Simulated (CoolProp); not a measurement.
The fluid at 432.88 K and 0.106 MPa flows at 3.1 m/s in a round tube of 12.7 mm bore and 0.25 µm roughness, fully developed (64/Re and Nu = 3.66 if laminar; Colebrook and Gnielinski if turbulent). The same conditions are run with several fluids, on thermodynamics alone (safety and materials aside).

The numbers come from the reference Helmholtz-energy equation of state of each fluid (isobutane: Bücker 2006; ethanol: Schroeder 2014; R142b: Lemmon 2006; n-butane: Bücker 2006; R245fa: Akasaka 2015) in CoolProp.

```json
[
 {"fluid": "isobutane", "Reynolds number": "6360", "Darcy friction factor": "0.0350", "pressure drop (Pa/m)": "22.8", "heat-transfer coefficient (W/(m² K))": "53.5", "mass flow (kg/h)": "2.44"},
 {"fluid": "ethanol", "Reynolds number": "4210", "Darcy friction factor": "0.0393", "pressure drop (Pa/m)": "20.4", "heat-transfer coefficient (W/(m² K))": "34.3", "mass flow (kg/h)": "1.94"},
 {"fluid": "R142b", "Reynolds number": "7840", "Darcy friction factor": "0.0330", "pressure drop (Pa/m)": "37.2", "heat-transfer coefficient (W/(m² K))": "41.3", "mass flow (kg/h)": "4.22"},
 {"fluid": "n-butane", "Reynolds number": "6370", "Darcy friction factor": "0.0349", "pressure drop (Pa/m)": "22.8", "heat-transfer coefficient (W/(m² K))": "53.1", "mass flow (kg/h)": "2.44"},
 {"fluid": "R245fa", "Reynolds number": "9140", "Darcy friction factor": "0.0317", "pressure drop (Pa/m)": "47.7", "heat-transfer coefficient (W/(m² K))": "58.9", "mass flow (kg/h)": "5.63"}
]
```

Transport values come from each fluid's own correlations; those of R142b, R245fa are estimates that may be off by 10 % or more.
